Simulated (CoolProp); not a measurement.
The fluid at 293.15 K and 1.29 MPa (liquid) is heated at constant pressure to 454.6 K. The same conditions are run with several fluids, on thermodynamics alone (safety and materials aside).

Computed with CoolProp (reference Helmholtz-energy equation of state of each fluid (R227EA: Lemmon 2016; propylene glycol: Eisenbach 2021; R22: Kamei 1995; R115: Lemmon 2016; octamethyltrisiloxane (MDM): Thol 2017)).

Question: Rank R227EA, propylene glycol, R22, R115, octamethyltrisiloxane (MDM) by heat (kJ/kg), highest first.

Answer: propylene glycol (469), octamethyltrisiloxane (MDM) (318), R22 (315), R227EA (261), R115 (232)

```tsv
fluid	final phase	final density (kg/m³)
R227EA	gas	62.8
propylene glycol	liquid	900
R22	gas	30.9
R115	gas	55.9
octamethyltrisiloxane (MDM)	liquid	644
```
